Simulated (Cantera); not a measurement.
Charge: 1 mol Al(CH3)3, 3.7 mol N2, 2.9 mol N2O, equilibrated at 0.920 bar.

These are equilibrium values from Cantera (NASA tables, ideal gas, pure condensed phases), not measurements of a reactor. Candidate condensed phases: Al, AlN, Al2O3, C, C6H6, C7H8, C8H18, H2O; 148 gas species. The feed counts by its element totals alone. Rates play no part.

Task: At 1350 K, list the 5 most abundant gas species with their mole fractions, and the condensed phases.

Result: N2 0.528, H2 0.359, CO 0.112, CH4 0.000682, H2O 0.000211. Condensed: Al2O3(s) + C(graphite).
